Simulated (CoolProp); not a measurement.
Hexamethyldisiloxane (MM) along the isotherm 620 K: density (kg/m³) from the reference equation and from simpler models built on Tc = 518.7 K, pc = 1931 kPa, ω = 0.418; each cubic takes its own stable root.

Model: reference Helmholtz-energy equation of state, Thol 2016, in CoolProp.

```tsv
p (kPa)	phase	reference
60.3	gas	1.911
121	gas	3.856
181	gas	5.803
241	gas	7.773
302	gas	9.800
362	gas	11.82
422	gas	13.86
483	gas	15.97
543	gas	18.06
603	gas	20.18
664	gas	22.37
724	gas	24.55
785	gas	26.79
845	gas	29.03
905	gas	31.29
966	gas	33.62
```

Question: How far does each simpler model (ideal gas, van der Waals, Redlich-Kwong, Soave-Redlich-Kwong) lie from the reference over these 16 states: mean and median of the absolute difference, and the worst?

Answer: 
- ideal gas: mean 5.0 %, median 5.0 %, worst -9.5 % at 620 K and 966 kPa
- van der Waals: mean 0.3 %, median 0.2 %, worst +0.9 % at 620 K and 966 kPa
- Redlich-Kwong: mean 0.5 %, median 0.5 %, worst +1.1 % at 620 K and 966 kPa
- Soave-Redlich-Kwong: mean 0.5 %, median 0.5 %, worst -1.1 % at 620 K and 966 kPa
